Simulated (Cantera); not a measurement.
Cantera run:

```python
import numpy as np
import cantera as ct

gas_names = """
    H2O OH
""".split()
cond_names = """
    Ti4O7(s) Ti4O7(L) Ti3O5(a) Ti3O5(b) Ti3O5(L)
""".split()


# ... load() reads the species with a 1 bar reference pressure and builds the phases ...
species = {s.name: s for s in load("nasa_gas.yaml", gas_names) + load("nasa_condensed.yaml", cond_names)}
# Each term lists the table entries of one substance; the one whose range holds T is used.
reactions = {
    'H2O(g) + 3 Ti4O7 = 4 Ti3O5 + 2 OH(g)':
        [(-1, ['H2O']), (-3, ['Ti4O7(s)', 'Ti4O7(L)']), (4, ['Ti3O5(a)', 'Ti3O5(b)', 'Ti3O5(L)']), (2, ['OH'])],
}


def pick(names, T):
    return next(species[n] for n in names if species[n].thermo.min_temp <= T <= species[n].thermo.max_temp)


results = []
for label, terms in reactions.items():
    print(label)
    print("     T/K   dH/kJ  dS/(J/K)   dG/kJ   log10 K")
    for T in [1198, 1273, 1348, 1423, 1498, 1573, 1648, 1723, 1798, 1873, 1948]:
        used = [(nu, pick(names, T)) for nu, names in terms]
        dH = sum(nu * s.thermo.h(T) for nu, s in used) / 1e6
        dS = sum(nu * s.thermo.s(T) for nu, s in used) / 1e3
        dG = dH - T * dS / 1e3
        logK = -dG * 1e6 / (ct.gas_constant * T * np.log(10))
        results.append((label, T, dH, dS, dG, logK, [s.name for _, s in used]))
        print(f"{T:8g} {dH:8.1f} {dS:8.1f} {dG:8.1f} {logK:8.2f}")
```

Output:

```
H2O(g) + 3 Ti4O7 = 4 Ti3O5 + 2 OH(g)
     T/K   dH/kJ  dS/(J/K)   dG/kJ   log10 K
    1198    734.0    202.7    491.2   -21.42
    1273    733.8    202.5    476.0   -19.53
    1348    734.3    202.9    460.8   -17.85
    1423    735.5    203.7    445.5   -16.35
    1498    737.4    205.1    430.2   -15.00
    1573    740.1    206.8    414.8   -13.77
    1648    743.6    209.0    399.2   -12.65
    1723    747.9    211.5    383.4   -11.62
    1798    752.9    214.4    367.4   -10.67
    1873    758.8    217.6    351.2    -9.79
    1948    765.5    221.1    334.8    -8.98
```

Cantera with NASA thermochemical tables; ideal gases at 1 bar, condensed phases pure. Condensed species are held in their standard states even where they would react or evaporate.
